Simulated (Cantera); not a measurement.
A freely propagating, adiabatic, planar premixed flame of 33.5 % H2, 14.0 % O2, 52.6 % N2, equivalence ratio 1.2, unburnt at 423 K and 101000 Pa; mixture-averaged transport, grid criteria slope 0.08 and curve 0.16, no radiation.

Model: the H2/O2 subset of GRI-Mech 3.0, which has no nitrogen chemistry, integrated in Cantera. Burning velocities carry a grid error of a few per cent, more on coarse grids.

Task: Predict: laminar burning velocity; thermal thickness; peak x(H2O2); peak x(O); peak x(HO2); peak x(H).

Result: 
| Quantity | Value |
|---|---|
| laminar burning velocity | 465 cm/s |
| thermal thickness | 0.395 mm |
| peak x(H2O2) | 6.21e-5 |
| peak x(O) | 0.00926 |
| peak x(HO2) | 0.000438 |
| peak x(H) | 0.0651 |
